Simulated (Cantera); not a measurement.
Charge: 1 mol H2O, 0.018 mol O2, held at 1200 K and 180 bar.

These are equilibrium values from Cantera (NASA tables, ideal gas, pure condensed phases), not measurements of a reactor. Candidate condensed phases: H2O; 9 gas species. The ideal-gas law is rough above about 30 bar. Rates play no part.

Base state: H2O 0.982, O2 0.0177 (mole fractions); condensed: gas only.

Task: What changes in the equilibrium state with this change: H2O replaced by S?

Result: 
| species | before | after |
|---|---|---|
| SO2 | 0 | 0.715 |
| S2 | 0 | 0.222 |
| S2O | 0 | 0.0541 |
| H2O | 0.982 | 0 |
| O2 | 0.0177 | <1e-9 |
| S8 | 0 | 0.00905 |
| SO | 0 | 0.000119 |
| S(l), mol | 0 | 0.967 |
Gases not in the tables: S3 to S7. Further candidate phases: S.
